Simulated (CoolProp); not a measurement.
n-perfluorohexane along the isotherm 176.85 °C: density (kg/m³) from the reference equation and from simpler models built on Tc = 174.9 °C, pc = 17.42 bar, ω = 0.497; each cubic takes its own stable root.

The numbers come from the reference Helmholtz-energy equation of state, Gao 2022 in CoolProp.

| p (bar) | phase | reference |
|---|---|---|
| 0.792 | gas | 7.271 |
| 1.58 | gas | 14.75 |
| 2.37 | gas | 22.51 |
| 3.17 | gas | 30.66 |
| 3.96 | gas | 39.03 |
| 4.75 | gas | 47.75 |
| 5.54 | gas | 56.86 |
| 6.33 | gas | 66.42 |
| 7.12 | gas | 76.46 |
| 7.92 | gas | 87.21 |
| 8.71 | gas | 98.48 |

How far does each simpler model (ideal gas, van der Waals, Redlich-Kwong, Soave-Redlich-Kwong, Peng-Robinson) lie from the reference over these 11 states: mean and median of the absolute difference, and the worst?


- ideal gas: mean 10.4 %, median 10.1 %, worst -20.1 % at 176.85 °C and 8.71 bar
- van der Waals: mean 1.7 %, median 1.6 %, worst -3.6 % at 176.85 °C and 8.71 bar
- Redlich-Kwong: mean 0.5 %, median 0.4 %, worst -1.1 % at 176.85 °C and 8.71 bar
- Soave-Redlich-Kwong: mean 0.5 %, median 0.4 %, worst -1.2 % at 176.85 °C and 8.71 bar
- Peng-Robinson: mean 0.6 %, median 0.7 %, worst +1.0 % at 176.85 °C and 8.71 bar
